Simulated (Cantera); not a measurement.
A closed system holds: 1 mol V2O3, 2900 mol H2, a varied amount of N2, equilibrated at 1025 °C and 75.0 Torr.

Cantera equilibrium calculation (NASA polynomials, part measured and part estimated; ideal gas, pure solids and liquids). Candidate condensed phases: H2O, V, VN, VO, V2O3, V2O4, V2O5; 28 gas species. Mutual solubility and eutectic melting of coexisting phases are not modelled. VN, VO: taken at fixed stoichiometry. Condensed phases not in the tables: solid solutions among these carbides, nitrides and lower oxides, V2N. Kinetics and transport are ignored.

At 9.6 mol N2, list the 3 most abundant gas species with their mole fractions, and the condensed phases.

H2 0.996, N2 0.00319, H2O 0.000563. Condensed: VN(s) + VO(s).
